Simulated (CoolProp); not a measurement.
CH2F2 (R32) at 281.29 K and 0.148 MPa is throttled through a valve to 0.0884 MPa with no heat exchange. Each further row changes one setting.

Model: reference Helmholtz-energy equation of state, Tillner-Roth 1997, in CoolProp.

```json
[
 {"case": "as stated", "temperature change (K)": "(withheld)", "final density (kg/m³)": "(withheld)"},
 {"case": "outlet pressure 0.0265 MPa", "temperature change (K)": "(withheld)", "final density (kg/m³)": "(withheld)"},
 {"case": "outlet pressure 0.115 MPa", "temperature change (K)": "(withheld)", "final density (kg/m³)": "(withheld)"}
]
```

Problem. Some entries are withheld; supply them.

Solution. 
- as stated, temperature change (K): -1.9
- as stated, final density (kg/m³): 2.01
- outlet pressure 0.0265 MPa, temperature change (K): -3.9
- outlet pressure 0.0265 MPa, final density (kg/m³): 0.600
- outlet pressure 0.115 MPa, temperature change (K): -1.0
- outlet pressure 0.115 MPa, final density (kg/m³): 2.61
